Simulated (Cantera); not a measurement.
Premixed flame

A freely propagating, adiabatic, planar premixed flame of 21.5 % H2, 16.5 % O2, 62.0 % N2, equivalence ratio 0.65, unburnt at 475 K and 1.60 bar; multicomponent+Soret transport, grid criteria slope 0.08 and curve 0.16, no radiation.

Computed with Cantera and the H2/O2 subset of GRI-Mech 3.0, which has no nitrogen chemistry. Burning velocities carry a grid error of a few per cent, more on coarse grids. Lean hydrogen flames are cellular in practice and burn faster than this planar one.

| z (mm) | T (K) | u (m/s) | x H2 | x O2 | x O | x HO2 | x H | x OH |
|---|---|---|---|---|---|---|---|---|
| -0.647 | 475 | 2.26 | 0.215 | 0.165 | <1e-8 | <1e-8 | <1e-8 | <1e-8 |
| -0.431 | 475 | 2.26 | 0.214 | 0.165 | <1e-8 | 2.88e-8 | <1e-8 | <1e-8 |
| -0.324 | 475 | 2.25 | 0.212 | 0.166 | <1e-8 | 2.36e-7 | <1e-8 | <1e-8 |
| -0.216 | 477 | 2.24 | 0.204 | 0.167 | 7.09e-8 | 4.82e-6 | <1e-8 | <1e-8 |
| -0.108 | 541 | 2.44 | 0.164 | 0.173 | 7.58e-6 | 0.000325 | 2.42e-5 | 3.89e-5 |
| -0.0539 | 813 | 3.57 | 0.124 | 0.164 | 0.000268 | 0.000365 | 0.00148 | 0.000692 |
| 0 | 1191 | 5.16 | 0.0729 | 0.132 | 0.00269 | 0.000178 | 0.00795 | 0.00234 |
| 0.0539 | 1465 | 6.33 | 0.0328 | 0.0958 | 0.00664 | 0.000101 | 0.0130 | 0.00610 |
| 0.108 | 1621 | 7.00 | 0.0167 | 0.0785 | 0.00809 | 6.68e-5 | 0.0121 | 0.00895 |
| 0.216 | 1775 | 7.63 | 0.00961 | 0.0705 | 0.00676 | 4.13e-5 | 0.00736 | 0.0105 |
| 0.431 | 1898 | 8.11 | 0.00582 | 0.0681 | 0.00400 | 2.28e-5 | 0.00308 | 0.00965 |
| 0.863 | 1976 | 8.41 | 0.00276 | 0.0675 | 0.00183 | 1.07e-5 | 0.000910 | 0.00728 |
| 1.73 | 2015 | 8.55 | 0.00107 | 0.0676 | 0.000704 | 4.80e-6 | 0.000211 | 0.00475 |
x: mole fraction of selected species; z is measured from the peak of heat release.

| Property | Value |
|---|---|
| laminar burning velocity | 226 cm/s |
| thermal thickness | 0.216 mm |
| peak x(O) | 0.00811 |
| peak x(HO2) | 0.000474 |
| peak x(H) | 0.0132 |
| peak x(OH) | 0.0105 |
